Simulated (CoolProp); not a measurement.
Vapour-liquid equilibrium of cyclohexane (1) + m-xylene (2) at 311.8 K; x and y are mole fractions of (1).

The numbers come from the multi-fluid Helmholtz-energy mixture model, Zhou 2014 and Zhou 2012; pair parameters Bell 2016 in CoolProp.

Q: Give the bubble pressure and the first vapour's composition at x = 0.275, 0.5, 0.725. Is there an azeotrope?

A: x = 0.275: 0.009742 MPa, y = 0.819; x = 0.5: 0.01440 MPa, y = 0.909; x = 0.725: 0.01838 MPa, y = 0.955. No azeotrope shows between x = 0.05 and 0.95.

Pair parameters are fitted to limited data, so mixtures are less certain than the pure fluids.
